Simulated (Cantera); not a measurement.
A closed system holds: 1 mol Si₂H₆, 3.1 mol N₂, equilibrated at 1127 °C and 1000 Pa.

These are equilibrium values from Cantera (NASA tables, ideal gas, pure condensed phases), not measurements of a reactor. Candidate condensed phases: Si, Si₃N₄; 18 gas species. The feed counts by its element totals alone. N₂ is the only nitrogen source here; it is nearly inert below about 1500 K, so the nitride shown seldom forms there in practice. Rates play no part.

Base state: H₂ 0.629, N₂ 0.371, H 3.86e-5 (mole fractions); condensed: Si₃N₄(s).

**Question.** What changes in the equilibrium state with this change: temperature from 1127 °C to 1525 °C?

**Answer.** 
```
species         before     after
-------------  -------  --------
N₂               0.371     0.507
H₂               0.629     0.490
H              3.86e-5   0.00246
Si             1.10e-9  0.000308
SiH              <1e-9   2.48e-5
Si₂N             <1e-9   1.58e-5
SiH₂           3.17e-9   1.45e-5
Si₃N₄(s), mol    0.667         0
Si(l), mol           0      2.00
```
Gases not in the tables: Si₂H₆ and higher silanes.

**Question.** What changes in the equilibrium state with this change: Si₂H₆ replaced by SiCl₄?

**Answer.** 
```
species        before    after
-------------  ------  -------
N₂              0.371    0.754
SiCl₄               0    0.241
Cl                  0  0.00216
H₂              0.629        0
SiCl₃               0  0.00212
SiCl₂               0  7.90e-5
Si₃N₄(s), mol   0.667        0
```
The tables' values for SiCl₃ are old estimates; treat these amounts as uncertain.
